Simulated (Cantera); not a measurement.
A closed system holds: 1 mol SiCl4, 0.88 mol N2, held at 8.10e-5 bar.

Equilibrium computed with Cantera from the NASA thermochemical tables; the gas is ideal and each condensed phase is pure. Candidate condensed phases: Si, Si3N4; 13 gas species. The tables' values for SiCl3 are old estimates; treat these amounts as uncertain. Equilibrium is a limit: real reactors are often held back by kinetics, nucleation or transport. All values below are at 1223 K.

Base state: SiCl4 0.527, N2 0.467, Cl 0.00317, SiCl3 0.00295, SiCl2 0.000132, Cl2 2.27e-5 (mole fractions); condensed: gas only.

Q: What changes in the equilibrium state with this change: SiCl4 replaced by SiH4?

A: 
```tsv
species	before	after
H2	0	0.904
N2	0.467	0.0964
H	0	3.18e-5
SiCl4	0.527	0
Cl	0.00317	0
SiCl3	0.00295	0
SiCl2	0.000132	0
Si3N4(s), mol	0	0.333
```
N2 is the only nitrogen source here; it is nearly inert below about 1500 K, so the nitride shown seldom forms there in practice.
